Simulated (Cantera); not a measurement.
A freely propagating, adiabatic, planar premixed flame of C₂H₄ : O₂ : N₂ : H₂O = 1 : 3.19 : 9.57 : 1.3 (molar parts), equivalence ratio 0.94, unburnt at 400 K and 101000 Pa; mixture-averaged transport, grid criteria slope 0.08 and curve 0.16, no radiation.

Computed with Cantera and GRI-Mech 3.0 (53 species, 325 reactions). GRI-Mech 3.0 was tuned for natural gas; its chemistry of ethylene as a main component is partial and can be far from experiment. Burning velocities carry a grid error of a few per cent, more on coarse grids.

Problem. Predict: laminar burning velocity; thermal thickness; peak x(CH₂); peak x(OH); peak x(HCN).

Solution. 
```json
{
 "laminar_burning_velocity": "139 cm/s",
 "thermal_thickness": "0.235 mm",
 "peak x(CH₂)": "7.10e-5",
 "peak x(OH)": "0.0137",
 "peak x(HCN)": "1.90e-6"
}
```
